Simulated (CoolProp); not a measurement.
R1132(E) at 269.99 K and 0.309 MPa is compressed adiabatically to 2.23 MPa with isentropic efficiency 0.8. Each further row changes one setting.

Values from CoolProp's reference Helmholtz-energy equation of state, Akasaka 2024.

| case | work (kJ/kg) | final temperature (K) | final density (kg/m³) |
|---|---|---|---|
| as stated | 91.7 | 378.6 | 51.6 |
| efficiency 1 | 73.4 | 363.7 | 55.1 |
| efficiency 0.65 | 113 | 395.9 | 48.3 |
